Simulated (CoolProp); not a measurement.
Cyclopropane at 365.71 K and 2.56 MPa is throttled through a valve to 1.64 MPa with no heat exchange. Each further row changes one setting.

Model: reference Helmholtz-energy equation of state, Polt 1992, in CoolProp. This equation is an older, rougher fit.

```
case                       temperature change (K)  final density (kg/m³)
-------------------------  ----------------------  ---------------------
as stated                                   -13.8                   28.5
outlet pressure 0.492 MPa                   -32.0                   7.90
outlet pressure 2.13 MPa                     -6.4                   38.4
```
